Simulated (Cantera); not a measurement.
Charge: 1 mol Al, 0.024 mol H₂O, 1.6 mol N₂, at 580 Pa.

Equilibrium computed with Cantera from the NASA thermochemical tables; the gas is ideal and each condensed phase is pure. Candidate condensed phases: Al, AlN, Al₂O₃, H₂O; 35 gas species. The numbers say what is thermodynamically allowed, not how fast it happens. All values below are at 673 K.

Base state: N₂ 0.979, H₂ 0.0212 (mole fractions); condensed: AlN(s) + Al₂O₃(s).

### Question
What changes in the equilibrium state with this change: H₂O from 0.024 to 2 mol?

### Answer
```
species         before    after
-------------  -------  -------
N₂               0.979    0.444
H₂              0.0212    0.417
H₂O              <1e-9    0.139
NH₃            2.38e-7  1.40e-5
AlN(s), mol      0.984        0
Al₂O₃(s), mol  0.00800    0.500
```
